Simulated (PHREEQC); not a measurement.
PHREEQC input (Pitzer model, pitzer.dat):

```
SOLUTION 1
  temp 6
  units mol/kgw
  pH 7 charge
END
SELECTED_OUTPUT 1
  -reset false
  -pH true
  -pe true
  -ionic_strength true
  -water true
  -totals Ca S
  -molalities H+ Ca+2 SO4-2 OH- HSO4-
  -equilibrium_phases Gypsum
  -saturation_indices Anhydrite Portlandite
PRINT
  -reset false
USE solution 1
REACTION_PRESSURE 1
  1 50 100 200 300 400 500 600 800 1000
EQUILIBRIUM_PHASES 1
  Gypsum 0 30
END
```

Selected output (columns that matter, 10 of 10 rows; P (atm) added in front):

```
P (atm)	pH	mu	Ca	S	m_H+	m_Ca+2	m_SO4-2	m_OH-	Gypsum	si_Portlandite
1	7.3744	0.054179	0.013545	0.013545	5.0798e-08	0.013545	0.013545	6.4444e-08	29.986	-11.72
50	7.3623	0.057938	0.014484	0.014484	5.2434e-08	0.014484	0.014484	6.6352e-08	29.986	-11.706
100	7.3506	0.061719	0.01543	0.01543	5.4054e-08	0.01543	0.01543	6.8266e-08	29.985	-11.692
200	7.3294	0.069009	0.017252	0.017252	5.7135e-08	0.017252	0.017252	7.1975e-08	29.983	-11.661
300	7.3107	0.075766	0.018942	0.018942	5.998e-08	0.018942	0.018942	7.5511e-08	29.981	-11.629
400	7.2943	0.081823	0.020456	0.020456	6.2572e-08	0.020456	0.020456	7.8853e-08	29.98	-11.595
500	7.28	0.087055	0.021764	0.021764	6.4893e-08	0.021764	0.021764	8.1989e-08	29.978	-11.561
600	7.2676	0.091383	0.022846	0.022846	6.6935e-08	0.022846	0.022846	8.4913e-08	29.977	-11.525
800	7.2483	0.097207	0.024302	0.024302	7.017e-08	0.024302	0.024302	9.0121e-08	29.976	-11.45
1000	7.2352	0.099408	0.024852	0.024852	7.2288e-08	0.024852	0.024852	9.4516e-08	29.975	-11.37
```

Species that the database lacks are ignored. At this temperature some constants are extrapolated from 25 °C, and those without enthalpy data are left unchanged.
